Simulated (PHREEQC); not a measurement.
## Reverse-osmosis reject: speciation

Synthetic water in mg/L, 51 °C, pH 6.65, pe 9.1: Na 1750; K 14; Ca 172; Mg 153; Cl 3180; S(6) as SO4 397; Alkalinity as HCO3 112; B 0.661.

Valence states are taken as typed.

The numbers come from PHREEQC with the ion-association model, phreeqc.dat.

```
Quantity                      Value
--------------------  -------------
ionic strength        0.109 mol/kgw
specific conductance    16300 µS/cm
density                 0.992 g/cm³
charge-balance error         -1.1 %
```

```tsv
species	molality	activity	log γ
Cl-	0.0902	0.0677	-0.124
Na+	0.0761	0.0587	-0.113
Mg+2	0.00547	0.00208	-0.419
Ca+2	0.00400	0.00146	-0.438
SO4-2	0.00266	0.000920	-0.460
HCO3-	0.00170	0.00132	-0.111
MgSO4	0.000812	0.000832	0.011
CO2	0.000558	0.000573	0.011
NaSO4-	0.000407	0.000315	-0.111
K+	0.000357	0.000267	-0.126
CaSO4	0.000278	0.000285	0.011
H3BO3	6.12e-5	6.27e-5	0.011
MgHCO3+	5.10e-5	3.85e-5	-0.123
CaHCO3+	3.99e-5	3.12e-5	-0.106
NaHCO3	3.71e-5	3.81e-5	0.011
```

No solid was allowed to form. Complexes and solids missing from the database can't appear. Constants without temperature data keep their 25 °C values here.
